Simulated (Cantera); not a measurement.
What does this Cantera script print?

```python
import numpy as np
import cantera as ct

gas_names = """
    C6H6 TaO2 CO C2H6 H2O2 C2H2,acetylene
""".split()
cond_names = """
    Ta(cr) Ta(L) TaC(s) TaC(L)
""".split()


# ... load() reads the species with a 1 bar reference pressure and builds the phases ...
species = {s.name: s for s in load("nasa_gas.yaml", gas_names) + load("nasa_condensed.yaml", cond_names)}
# Each term lists the table entries of one substance; the one whose range holds T is used.
reactions = {
    'C6H6(g) + 2 TaO2(g) = 4 CO(g) + C2H6(g) + 2 Ta':
        [(-1, ['C6H6']), (-2, ['TaO2']), (4, ['CO']), (1, ['C2H6']), (2, ['Ta(cr)', 'Ta(L)'])],
    '4 H2O2(g) + 4 TaC = C2H2(g) + 4 TaO2(g) + C2H6(g)':
        [(-4, ['H2O2']), (-4, ['TaC(s)', 'TaC(L)']), (1, ['C2H2,acetylene']), (4, ['TaO2']), (1, ['C2H6'])],
}


def pick(names, T):
    return next(species[n] for n in names if species[n].thermo.min_temp <= T <= species[n].thermo.max_temp)


results = []
for label, terms in reactions.items():
    print(label)
    print("     T/K   dH/kJ  dS/(J/K)   dG/kJ   log10 K")
    for T in [300, 750, 850, 950, 1050, 1150, 1250, 1350, 1450]:
        used = [(nu, pick(names, T)) for nu, names in terms]
        dH = sum(nu * s.thermo.h(T) for nu, s in used) / 1e6
        dS = sum(nu * s.thermo.s(T) for nu, s in used) / 1e3
        dG = dH - T * dS / 1e3
        logK = -dG * 1e6 / (ct.gas_constant * T * np.log(10))
        results.append((label, T, dH, dS, dG, logK, [s.name for _, s in used]))
        print(f"{T:8g} {dH:8.1f} {dS:8.1f} {dG:8.1f} {logK:8.2f}")
```

It prints:

```
C6H6(g) + 2 TaO2(g) = 4 CO(g) + C2H6(g) + 2 Ta
     T/K   dH/kJ  dS/(J/K)   dG/kJ   log10 K
     300   -207.1    273.4   -289.1    50.34
     750   -201.6    288.6   -418.1    29.12
     850   -202.5    287.5   -446.9    27.46
     950   -203.4    286.5   -475.6    26.15
    1050   -204.6    285.3   -504.2    25.08
    1150   -205.7    284.3   -532.7    24.19
    1250   -206.9    283.3   -561.0    23.44
    1350   -208.0    282.5   -589.3    22.80
    1450   -209.1    281.7   -617.5    22.25
4 H2O2(g) + 4 TaC = C2H2(g) + 4 TaO2(g) + C2H6(g)
     T/K   dH/kJ  dS/(J/K)   dG/kJ   log10 K
     300    462.5    443.3    329.6   -57.38
     750    442.8    402.8    140.7    -9.80
     850    438.7    397.8    100.6    -6.18
     950    434.7    393.3     61.1    -3.36
    1050    430.6    389.2     22.0    -1.09
    1150    426.4    385.4    -16.8     0.76
    1250    422.1    381.8    -55.1     2.30
    1350    417.6    378.3    -93.1     3.60
    1450    412.9    374.9   -130.8     4.71
```

Cantera with NASA thermochemical tables; ideal gases at 1 bar, condensed phases pure. TaC: taken at fixed stoichiometry. Condensed species are held in their standard states even where they would react or evaporate.
